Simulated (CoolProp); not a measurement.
Vapour-liquid equilibrium of benzene (1) + toluene (2) at 0.689 MPa; x and y are mole fractions of (1).

Values from CoolProp's multi-fluid Helmholtz-energy mixture model, Thol 2012 and Lemmon 2006; pair parameters Bell 2016.

```tsv
x	bubble temperature (°C)	y at the bubble point	dew temperature at overall composition x (°C)	liquid density (mol/L)
0.05	192.9	0.083	193.9	7.491
0.125	189.6	0.198	191.7	7.617
0.2	186.3	0.303	189.5	7.744
0.275	183.2	0.400	187.2	7.872
0.35	180.2	0.488	184.8	8.002
0.425	(withheld)	0.569	182.3	8.132
0.5	174.5	0.643	179.7	8.265
0.575	171.8	(withheld)	177.0	8.399
0.65	169.2	0.772	174.2	8.534
0.725	166.7	0.829	171.2	8.672
0.8	164.4	0.881	168.0	8.812
0.875	162.1	(withheld)	164.6	8.953
0.95	159.9	0.973	161.0	9.097
```

Q: Complete the blanks.

A: 
- 0.425, bubble temperature (°C): 177.3
- 0.575, y at the bubble point: 0.710
- 0.875, y at the bubble point: 0.929

No azeotrope shows between x = 0.05 and 0.95.

Pair parameters are fitted to limited data, so mixtures are less certain than the pure fluids.
